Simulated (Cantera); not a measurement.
A diamond (100) surface in a fixed gas of H2 with x(CH4) = 0.0084, x(H) = 0.00061, x(CH3) = 0.00054, 0.00987 atm; coverages are run to steady state.

Model: the Harris–Goodwin 1993 mechanism for the reconstructed diamond (100) surface, integrated in Cantera.

θ: site fractions in the mechanism's names (c6HH fully hydrogenated, c6H* and c6*H radical sites, c6** diradical, c6HM methylated).

| T (K) | growth (µm/h) | θ c6HH | θ c6H* | θ c6*H | θ c6** | θ c6HM |
|---|---|---|---|---|---|---|
| 900 | ? | 0.391 | 0.00579 | 0.162 | 0.00192 | 0.353 |
| 975 | ? | 0.462 | 0.0117 | 0.258 | 0.00448 | 0.197 |
| 1050 | ? | 0.521 | 0.0207 | 0.370 | 0.00881 | 0.0526 |
| 1125 | ? | 0.506 | 0.0289 | 0.432 | 0.0131 | 0.00924 |
| 1200 | ? | 0.477 | 0.0361 | 0.462 | 0.0169 | 0.00161 |
| 1275 | ? | 0.457 | 0.0426 | 0.475 | 0.0204 | 0.000296 |
| 1350 | ? | 0.449 | 0.0485 | 0.478 | 0.0229 | 5.97e-5 |

Problem. What belongs in the gaps?

Solution. 
- 900, growth (µm/h): 0.799
- 975, growth (µm/h): 0.941
- 1050, growth (µm/h): 0.530
- 1125, growth (µm/h): 0.277
- 1200, growth (µm/h): 0.248
- 1275, growth (µm/h): 0.212
- 1350, growth (µm/h): 0.0928
